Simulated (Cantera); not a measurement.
**Premixed flame**

A freely propagating, adiabatic, planar premixed flame of 23.2 % H2, 16.1 % O2, 60.6 % N2, equivalence ratio 0.72, unburnt at 425 K and 0.390 bar; mixture-averaged transport, grid criteria slope 0.08 and curve 0.16, no radiation.

Computed with Cantera and the H2/O2 subset of GRI-Mech 3.0, which has no nitrogen chemistry. Burning velocities carry a grid error of a few per cent, more on coarse grids.

```csv
z (mm),T (K),u (m/s),x H2,x O2,x H2O,x O,x HO2,x H2O2
-3.94,425,2.74,0.232,0.161,<1e-8,<1e-8,<1e-8,<1e-8
-2.63,425,2.74,0.232,0.161,<1e-8,<1e-8,<1e-8,<1e-8
-1.97,425,2.74,0.232,0.161,<1e-8,<1e-8,<1e-8,<1e-8
-1.31,425,2.74,0.232,0.161,2.84e-7,<1e-8,9.17e-8,<1e-8
-0.657,439,2.80,0.225,0.162,0.000516,2.27e-6,0.000118,6.83e-6
-0.328,666,4.14,0.188,0.159,0.0198,0.000160,0.000138,2.91e-5
0,1079,6.50,0.104,0.126,0.0945,0.00403,5.36e-5,3.44e-6
0.328,1370,8.17,0.0379,0.0785,0.177,0.0111,2.72e-5,2.73e-6
0.657,1517,9.00,0.0226,0.0634,0.202,0.0128,1.87e-5,1.68e-6
1.31,1665,9.80,0.0191,0.0584,0.213,0.0114,1.36e-5,8.49e-7
2.63,1809,10.6,0.0157,0.0553,0.224,0.00866,9.51e-6,4.27e-7
5.25,1933,11.2,0.0112,0.0530,0.235,0.00577,6.20e-6,2.43e-7
10.5,2026,11.6,0.00682,0.0516,0.245,0.00331,3.81e-6,1.55e-7
```
x: mole fraction of selected species; z is measured from the peak of heat release.

The laminar burning velocity comes out as 274 cm/s and the thermal thickness is 1.31 mm. The peak x(O) is 0.0128 and the peak x(HO2) is 0.000221. The peak x(H2O2) is 3.25e-5 and the grid points comes out as 114.
